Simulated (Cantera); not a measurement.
An isothermal, constant-pressure homogeneous reactor starts with 0.423 % H2, 24.9 % O2, 74.7 % N2, equivalence ratio 0.0085, at 1050 K and 0.0200 bar.

Model: GRI-Mech 3.0 (53 species, 325 reactions), integrated in Cantera. Radical loss at walls, strong at low pressure, is not modelled.

One state of this run: x H2 = 2.62e-5; x O2 = 0.246; x HO2 = 8.76e-7; x NO = 1.09e-8; x H2O2 = 1.23e-8. x: mole fraction; the columns are a selection and need not sum to one.

**Question.** Which value of t (s) does it belong to?
A. 10.0
B. 0.00268
C. 4.39
D. 0.0720

**Answer.** D, 0.0720
